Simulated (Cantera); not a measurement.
An isothermal, constant-pressure homogeneous reactor starts with CH4 : N2 = 1 : 5.6 (molar parts), at 1323 K and 49000 Pa. Integrator tolerance rtol = 1e-08.

Computed with Cantera and GRI-Mech 3.0 (53 species, 325 reactions). GRI-Mech 3.0 stops at C3 and has no aromatics, soot or wall deposition, so with more carbon than oxygen in the feed, carbon stays in small species such as C2H2 where larger ones or solid carbon would form.

Task: What does this change do: temperature 1323 to 1925 K?

Result: 
```csv
quantity,before,after
x(CH4) at 80.0 s,0.0856 (gas-phase equilibrium 0.0321),0.000260 (gas-phase equilibrium 0.000159)
x(C2H2) at 80.0 s,0.0263 (gas-phase equilibrium 0.0221),0.0642 (gas-phase equilibrium 0.0235)
x(CH3) at 80.0 s,6.78e-6 (gas-phase equilibrium 3.70e-6),1.61e-5 (gas-phase equilibrium 9.81e-6)
x(C2H) at 80.0 s,5.72e-11 (gas-phase equilibrium 6.98e-11),2.85e-6 (gas-phase equilibrium 1.04e-6)
x(CH2) at 80.0 s,1.73e-11 (gas-phase equilibrium 1.38e-11),6.15e-8 (gas-phase equilibrium 3.76e-8)
```
